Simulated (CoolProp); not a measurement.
R227EA along the isotherm 475 K: fugacity coefficient from the reference equation and from simpler models built on Tc = 374.9 K, pc = 2.925 MPa, ω = 0.358; each cubic takes its own stable root.

The numbers come from the reference Helmholtz-energy equation of state, Lemmon 2016 in CoolProp.

```json
[
 {"p (MPa)": "0.457", "phase": "gas", "reference": "0.9779"},
 {"p (MPa)": "0.914", "phase": "gas", "reference": "0.9562"},
 {"p (MPa)": "1.37", "phase": "gas", "reference": "0.9350"},
 {"p (MPa)": "1.83", "phase": "gas", "reference": "0.9141"},
 {"p (MPa)": "2.29", "phase": "gas", "reference": "0.8936"},
 {"p (MPa)": "2.74", "phase": "gas", "reference": "0.8741"},
 {"p (MPa)": "3.2", "phase": "supercritical", "reference": "0.8545"},
 {"p (MPa)": "3.66", "phase": "supercritical", "reference": "0.8354"},
 {"p (MPa)": "4.11", "phase": "supercritical", "reference": "0.8173"},
 {"p (MPa)": "4.57", "phase": "supercritical", "reference": "0.7992"},
 {"p (MPa)": "5.03", "phase": "supercritical", "reference": "0.7817"},
 {"p (MPa)": "5.48", "phase": "supercritical", "reference": "0.7651"},
 {"p (MPa)": "5.94", "phase": "supercritical", "reference": "0.7488"},
 {"p (MPa)": "6.4", "phase": "supercritical", "reference": "0.7331"},
 {"p (MPa)": "6.86", "phase": "supercritical", "reference": "0.7182"},
 {"p (MPa)": "7.31", "phase": "supercritical", "reference": "0.7043"}
]
```

Problem. How far does each simpler model (van der Waals, Redlich-Kwong, Soave-Redlich-Kwong, Peng-Robinson) lie from the reference over these 16 states: mean and median of the absolute difference, and the worst?

Solution. 
- van der Waals: mean 4.7 %, median 4.4 %, worst -9.9 % at 475 K and 7.31 MPa
- Redlich-Kwong: mean 3.7 %, median 3.7 %, worst -6.9 % at 475 K and 7.31 MPa
- Soave-Redlich-Kwong: mean 1.8 %, median 1.6 %, worst +4.0 % at 475 K and 7.31 MPa
- Peng-Robinson: mean 1.5 %, median 1.8 %, worst -2.0 % at 475 K and 5.48 MPa
